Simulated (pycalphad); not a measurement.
Source of the numbers: pycalphad with the COST 507 light-alloy database (1999); pressure 1 atm. The database dates from 1999; later assessments differ in places, in temperatures and in the compounds included.

Sn-58.8Si (at.%): equilibrium cooling sequence

```tsv
T (K)	phases above	phases below
1626.1	LIQUID	DIAMOND_A4 + LIQUID
505.0	DIAMOND_A4 + LIQUID	BCT_A5 + DIAMOND_A4
```

Changes were sought between steps of 50 K, so a narrower field can be missed.

DIAMOND_A4 is diamond (Si); BCT_A5 is bct (Sn).
